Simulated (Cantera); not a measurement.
Input: 1 mol TiC, 0.018 mol H2, held at 2550 K and 0.310 bar.

Method: chemical equilibrium by Gibbs-energy minimisation in Cantera with the NASA 1993 tables (ideal gas, pure condensed phases). Candidate condensed phases: C, C6H6, C7H8, C8H18, Ti, TiC; 77 gas species. TiC: taken at fixed stoichiometry. Rates play no part.

Base state: H2 0.945, H 0.0545, Ti 0.000139, C2H2 (acetylene) 6.60e-5 (mole fractions); condensed: TiC(s).

### Question
What changes in the equilibrium state with this change: temperature from 2550 K to 2000 K?

### Answer
```json
[
 {"species": "H2", "before": "0.945", "after": "0.997"},
 {"species": "H", "before": "0.0545", "after": "0.00292"},
 {"species": "Ti", "before": "0.000139", "after": "5.97e-7"},
 {"species": "C2H2 (acetylene)", "before": "6.60e-5", "after": "1.30e-8"},
 {"species": "TiC(s), mol", "before": "1.000", "after": "1.00"}
]
```
